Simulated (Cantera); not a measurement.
Input: 1 mol Si2Cl6, 25 mol NH3, 32 mol H2, equilibrated at 825 °C and 100000 Pa.

Equilibrium computed with Cantera from the NASA thermochemical tables; the gas is ideal and each condensed phase is pure. Candidate condensed phases: NH4Cl, Si, Si3N4; 28 gas species. The feed counts by its element totals alone. Kinetics and transport are ignored.

Base state: H2 0.795, N2 0.133, HCl 0.0716, NH3 8.31e-5, SiCl4 3.36e-5 (mole fractions); condensed: Si3N4(s).

**Question.** What changes in the equilibrium state with this change: Si2Cl6 replaced by SiCl4?

**Answer.** 
```csv
species,before,after
H2,0.795,0.810
N2,0.133,0.142
HCl,0.0716,0.0480
SiCl4,3.36e-5,6.26e-6
NH3,8.31e-5,8.82e-5
"Si3N4(s), mol",0.666,0.333
```

**Question.** What changes in the equilibrium state with this change: NH3 from 25 to 0.71 mol?

**Answer.** 
```
species         before     after
-------------  -------  --------
H2               0.795     0.935
SiCl4          3.36e-5    0.0250
HCl             0.0716    0.0227
N2               0.133   4.07e-9
SiHCl3         5.43e-6    0.0150
SiH3Cl           <1e-9   2.06e-5
SiH2Cl2        1.05e-7   0.00108
SiCl2          4.66e-8  0.000407
NH3            8.31e-5   1.85e-8
SiCl3          3.34e-7  0.000851
Si3N4(s), mol    0.666     0.177
```
The tables' values for SiCl3 are old estimates; treat these amounts as uncertain.
